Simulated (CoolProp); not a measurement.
Ammonia at several states: Z from the reference equation and from simpler models built on Tc = 405.6 K, pc = 11360 kPa, ω = 0.256; each cubic takes its own stable root.

Values from CoolProp's reference Helmholtz-energy equation of state, Gao 2020.

| T (K) | p (kPa) | phase | reference | van der Waals | Redlich-Kwong | Soave-Redlich-Kwong | Peng-Robinson |
|---|---|---|---|---|---|---|---|
| 396.7 | 1470 | gas | 0.9462 | 0.9580 | 0.9515 | 0.9510 | 0.9460 |
| 272.5 | 1260 | liquid | 0.01480 | 0.9093 | 0.01936 | 0.01865 | 0.01649 |
| 697 | 1180 | gas | 0.9956 | 0.9927 | 0.9938 | 0.9973 | 0.9953 |

At some of these states van der Waals gives the other phase, because its saturation line lies elsewhere.
